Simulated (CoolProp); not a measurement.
Carbon dioxide at 343.57 K and 0.242 MPa flows at 0.15 m/s in a round tube of 2 mm bore and 0.25 µm roughness, fully developed (64/Re and Nu = 3.66 if laminar; Colebrook and Gnielinski if turbulent). Each further row changes one setting.

Computed with CoolProp (reference Helmholtz-energy equation of state, Span 1996).

```csv
case,Reynolds number,Darcy friction factor,pressure drop (Pa/m),heat-transfer coefficient (W/(m² K)),mass flow (kg/h)
as stated,66.0,0.970,20.5,37.1,0.00637
velocity 0.3 m/s,132,0.485,41.0,37.1,0.0127
diameter 4 mm,132,0.485,5.12,18.5,0.0255
```

Viscosity comes from a separate model (Laesecke 2017). Thermal conductivity comes from a separate model (Huber 2016).
